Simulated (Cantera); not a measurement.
An isothermal, constant-pressure homogeneous reactor starts with 10.5 % H₂, 31.9 % O₂, 57.5 % N₂, equivalence ratio 0.17, at 1025 K and 0.133 bar.

Detailed kinetics in Cantera: the H2/O2 subset of GRI-Mech 3.0, which has no nitrogen chemistry. Radical loss at walls, strong at low pressure, is not modelled. The temperature is held fixed by assumption; the heat of reaction is taken as removed at once.

One state of this run: x H₂ = 1.31e-6; x O₂ = 0.282; x O = 7.36e-7; x H₂O = 0.111; x H = 6.82e-9. x: mole fraction; the columns are a selection and need not sum to one.

### Question
Which value of t (s) does it belong to?
A) 0.0200
B) 0.0894
C) 0.000224
D) 0.00447

### Answer
B, 0.0894
